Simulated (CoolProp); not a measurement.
Saturation properties of hexamethyldisiloxane (MM) (Tc = 518.7 K, pc = 19.31 bar, ω = 0.418).

The numbers come from the reference Helmholtz-energy equation of state, Thol 2016 in CoolProp.

| T (K) | p (bar) | liquid density (kg/m³) | liquid cp (kJ/(kg K)) | vapour Z |
|---|---|---|---|---|
| 388.5 | 1.529 | 656.5 | 2.163 | 0.9153 |
| 400 | 2.051 | 641.6 | 2.201 | 0.8957 |
| 411.5 | 2.699 | 626.1 | 2.242 | 0.8733 |
| 423.1 | 3.501 | 609.6 | 2.285 | 0.8476 |
| 434.6 | 4.463 | 592.3 | 2.333 | 0.8186 |
| 446.1 | 5.612 | 573.9 | 2.386 | 0.7857 |
| 457.6 | 6.975 | 553.8 | 2.449 | 0.7483 |
| 469.2 | 8.594 | 531.5 | 2.530 | 0.7053 |
| 480.7 | 10.47 | 506.4 | 2.642 | 0.6559 |
| 492.2 | 12.67 | 476.6 | 2.828 | 0.5973 |
| 503.7 | 15.23 | 437.7 | 3.272 | 0.5232 |

It boils at 373.7 K under 1 atm.
